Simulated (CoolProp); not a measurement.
Vapour pressure (MPa) of isobutane: the reference equation beside estimates from Tc = 134.7 °C, pc = 3.629 MPa, ω = 0.184. Clausius-Clapeyron is anchored at 18.15 °C with a constant enthalpy of vaporisation of 19.55 kJ/mol.

Model: reference Helmholtz-energy equation of state, Bücker 2006, in CoolProp.

| T (°C) | reference | Lee-Kesler | Clausius-Clapeyron | Soave-Redlich-Kwong | Peng-Robinson |
|---|---|---|---|---|---|
| -2.35 | 0.1443 | 0.1437 | 0.1551 | 0.1437 | 0.1442 |
| 1.75 | 0.1669 | 0.1664 | 0.1765 | 0.1664 | 0.1667 |
| 5.85 | 0.1922 | 0.1919 | 0.2001 | 0.1918 | 0.1918 |
| 9.95 | 0.2203 | 0.2201 | 0.2261 | 0.2200 | 0.2196 |
| 14.05 | 0.2513 | 0.2515 | 0.2546 | 0.2514 | 0.2505 |
| 18.15 | 0.2856 | 0.2860 | 0.2856 | 0.2859 | 0.2846 |
| 22.35 | 0.3243 | 0.3250 | 0.3204 | 0.3250 | 0.3231 |
| 26.45 | 0.3658 | 0.3667 | 0.3572 | 0.3669 | 0.3643 |
| 30.55 | 0.4110 | 0.4123 | 0.3971 | 0.4127 | 0.4094 |
| 34.65 | 0.4604 | 0.4619 | 0.4402 | 0.4627 | 0.4585 |
| 38.75 | 0.5140 | 0.5158 | 0.4867 | 0.5171 | 0.5120 |

Absolute difference from the reference over all 11 rows, mean and median: Lee-Kesler 0.2 and 0.2 %, Clausius-Clapeyron 3.4 and 3.4 %, Soave-Redlich-Kwong 0.3 and 0.3 %, Peng-Robinson 0.3 and 0.4 %.
